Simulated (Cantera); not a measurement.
## Ignition delay

Mixture: 12.8 % CH4, 18.3 % O2, 68.8 % N2, equivalence ratio 1.4, at 1.01 bar, adiabatic and at constant pressure. Ignition delay is the time to a rise of 400 K.

Cantera simulation using GRI-Mech 3.0 (53 species, 325 reactions); the numbers are that mechanism's predictions, not measurements.

```
T0 (K)  delay (ms)
------  ----------
1223          39.3
1298          14.3
1373          5.58
1448          2.33
1523          1.06
```

```yaml
apparent activation energy between 1373 and 1523 K: 190 kJ/mol
```
